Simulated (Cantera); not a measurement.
# Thermodynamics of silicon carbide growth, feed CH3SiCl3 + C2H2 + H2

Feed: 1 mol CH3SiCl3, 1.3 mol C2H2, 230 mol H2, equilibrated at 1125 K and 840 Pa.

Method: chemical equilibrium by Gibbs-energy minimisation in Cantera with the NASA 1993 tables (ideal gas, pure condensed phases). Candidate condensed phases: C, C6H6, C7H8, C8H18, Si, SiC; 109 gas species. The feed counts by its element totals alone. Rates play no part.

```yaml
x(H2): 0.987
x(HCl): 0.0128
x(CH4): 0.000236
n(C(graphite)): 2.54 mol
n(SiC(s)): 1.000 mol
gas_amount: 234.2 mol
log10 activity of Si(s) (absent): -2.99
```
